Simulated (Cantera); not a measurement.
Charge: 1 mol SiH₂Cl₂, 9.6 mol H₂, held at 1748.15 K and 133 Pa.

Method: chemical equilibrium by Gibbs-energy minimisation in Cantera with the NASA 1993 tables (ideal gas, pure condensed phases). Candidate condensed phases: Si; 19 gas species. The tables' values for SiCl, SiCl₃ are old estimates; treat these amounts as uncertain. Gases not in the tables: Si₂H₆ and higher silanes. Kinetics and transport are ignored.

What is the equilibrium state?


| Property | Result |
|---|---|
| x(H₂) | 0.858 |
| x(HCl) | 0.0971 |
| x(SiCl₂) | 0.0366 |
| x(H) | 0.00580 |
| x(Si) | 0.00109 |
| x(Cl) | 0.000507 |
| x(SiCl) | 0.000498 |
| x(SiCl₃) | 8.95e-5 |
| x(SiH) | 4.92e-5 |
| n(Si(l)) | 0.553 mol |
| gas amount | 11.65 mol |
